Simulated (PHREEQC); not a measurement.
**Brackish or sea water: an equilibrium model**

Synthetic water in mg/kgw, 25 °C, pH 6.36, pe 12.9: Na 9930; K 73; Ca 937; Mg 385; Cl 18700; S(6) as SO4 420; Alkalinity as HCO3 17.6; Cd 30.2.

Valence states are taken as typed.

The numbers come from PHREEQC with the ion-association model, wateq4f.dat.

Each row changes one thing in this solution. Precipitation was switched off in this run.

```tsv
case	NaSO4- (mol/kgw)	CaSO4 (mol/kgw)	MgSO4 (mol/kgw)	CO2 (mol/kgw)	NaHCO3 (mol/kgw)	KSO4- (mol/kgw)	SI of Gypsum (CaSO4:2H2O)	SI of Otavite (CdCO3)
as made	0.00105	0.000482	0.000433	0.000141	2.41e-5	5.71e-6	-0.99	-1.23
pH from 6.36 to 6.66 at the same alkalinity	0.00105	0.000482	0.000433	7.01e-5	2.40e-5	5.71e-6	-0.99	-0.93
temperature from 25 to 30 °C at the same typed pH	0.00105	0.000485	0.000471	0.000132	2.39e-5	6.03e-6	-1.01	-1.21
Na from 9930 to 4960 mg/kgw	0.000614	0.000604	0.000533	___	___	6.80e-6	-0.90	-1.23
```

### Question
What belongs in the gaps?

### Answer

- Na from 9930 to 4960 mg/kgw, CO2 (mol/kgw): 0.000152
- Na from 9930 to 4960 mg/kgw, NaHCO3 (mol/kgw): 1.31e-5
